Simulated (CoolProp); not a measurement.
Computed with CoolProp (reference Helmholtz-energy equation of state, de Reuck 1990).

For fluorine, give the phase and the Joule-Thomson coefficient (K/MPa), expansivity (1/kK) at 74.2 K and 5.01 bar.


- 74.2 K and 5.01 bar: liquid; Joule-Thomson coefficient -0.296, expansivity 4.14
